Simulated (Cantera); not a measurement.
What does this Cantera script print?

```python
import numpy as np
import cantera as ct

gas = ct.Solution("gri30.yaml")
gas.TPX = 1000, 1400000, {'CO': 1, 'H2': 0.073, 'O2': 1.17, 'N2': 4.39, 'H2O': 0.63}
reactor = ct.IdealGasReactor(gas, energy="on", clone=False)
net = ct.ReactorNet([reactor])
net.rtol, net.atol = 1e-08, 1e-16
show = ['CO', 'H2', 'O2', 'OH', 'O', 'CO2']
times = np.geomspace(2e-06, 0.2, 12)

steps = ct.SolutionArray(gas, extra=["t"])
rows = []
print(f"{'t/s':>10s}{'T/K':>9s}{'P/Pa':>11s}" + "".join(f"{s:>11s}" for s in show))
for t in times:
    while net.time < t:
        t_next = net.step()
        steps.append(gas.state, t=t_next)
    rows.append([np.interp(t, steps.t, y) for y in (steps.T, steps.P, *steps(*show).X.T)])
    print(f"{t:10.3e}{rows[-1][0]:9.1f}{rows[-1][1]:11.4g}" + "".join(f"{x:11.3e}" for x in rows[-1][2:]))
rate = np.gradient(steps.T, steps.t)
print("integrator steps:", len(steps.t))
if steps.T.max() > steps.T[0] + 200:
    print(f"time of steepest temperature rise: {steps.t[rate.argmax()]:.4e} s")
gas.TPX = 1000, 1400000, {'CO': 1, 'H2': 0.073, 'O2': 1.17, 'N2': 4.39, 'H2O': 0.63}
gas.equilibrate("UV")
print(f"equilibrium (UV): T = {gas.T:.1f} K  " + "  ".join(f"{s} {gas[s].X[0]:.3e}" for s in show))
```

Result:

```
       t/s      T/K       P/Pa         CO         H2         O2         OH          O        CO2
 2.000e-06   1000.0    1.4e+06  1.377e-01  1.005e-02  1.611e-01  2.718e-11  4.268e-10  8.798e-10
 5.696e-06   1000.0    1.4e+06  1.377e-01  1.005e-02  1.611e-01  4.787e-11  6.449e-10  3.215e-09
 1.622e-05   1000.0    1.4e+06  1.377e-01  1.005e-02  1.611e-01  7.181e-11  6.964e-10  1.215e-08
 4.620e-05   1000.0    1.4e+06  1.377e-01  1.005e-02  1.611e-01  1.340e-10  7.229e-10  5.286e-08
 1.316e-04   1000.0    1.4e+06  1.377e-01  1.005e-02  1.611e-01  3.234e-10  8.031e-10  2.979e-07
 3.748e-04   1000.0    1.4e+06  1.377e-01  1.005e-02  1.611e-01  9.732e-10  1.078e-09  2.196e-06
 1.067e-03   1000.3    1.4e+06  1.377e-01  1.005e-02  1.611e-01  3.896e-09  2.310e-09  2.150e-05
 3.040e-03   1003.5  1.405e+06  1.374e-01  9.997e-03  1.609e-01  1.849e-08  8.450e-09  2.738e-04
 8.658e-03   1072.7  1.496e+06  1.325e-01  8.801e-03  1.581e-01  3.498e-07  1.799e-07  5.673e-03
 2.466e-02   2331.8  3.028e+06  1.270e-03  1.556e-04  8.991e-02  2.884e-03  3.267e-04  1.472e-01
 7.022e-02   2327.0  3.022e+06  1.241e-03  1.525e-04  8.892e-02  2.829e-03  3.165e-04  1.472e-01
 2.000e-01   2327.0  3.022e+06  1.241e-03  1.525e-04  8.892e-02  2.829e-03  3.165e-04  1.472e-01
integrator steps: 1667
time of steepest temperature rise: 9.7741e-03 s
equilibrium (UV): T = 2327.0 K  CO 1.241e-03  H2 1.525e-04  O2 8.892e-02  OH 2.829e-03  O 3.165e-04  CO2 1.472e-01
```

Cantera simulation using GRI-Mech 3.0 (53 species, 325 reactions); the numbers are that mechanism's predictions, not measurements. The hydrogen kinetics of GRI-Mech 3.0 are dated; newer H2 mechanisms differ, most at raised pressure. The pressure lies above the range GRI-Mech 3.0 was tuned for (to about 10 atm).
